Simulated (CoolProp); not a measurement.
Saturation properties of n-perfluorohexane (Tc = 174.9 °C, pc = 1.742 MPa, ω = 0.497).

The numbers come from the reference Helmholtz-energy equation of state, Gao 2022 in CoolProp.

| T (°C) | p (MPa) | liquid cp (kJ/(kg K)) | vapour Z |
|---|---|---|---|
| 79.15 | 0.2019 | 1.136 | 0.8962 |
| 86.05 | 0.2455 | 1.149 | 0.8801 |
| 93.05 | 0.2966 | 1.162 | 0.8621 |
| 99.95 | 0.3546 | 1.177 | 0.8425 |
| 106.85 | 0.4209 | 1.193 | 0.8209 |
| 113.75 | 0.4962 | 1.210 | 0.7972 |
| 120.75 | 0.5826 | 1.231 | 0.7705 |
| 127.65 | 0.6787 | 1.255 | 0.7413 |
| 134.55 | 0.7866 | 1.285 | 0.7087 |
| 141.45 | 0.9074 | 1.325 | 0.6719 |
| 148.45 | 1.045 | 1.383 | 0.6290 |

It boils at 57.1 °C under 1 atm.
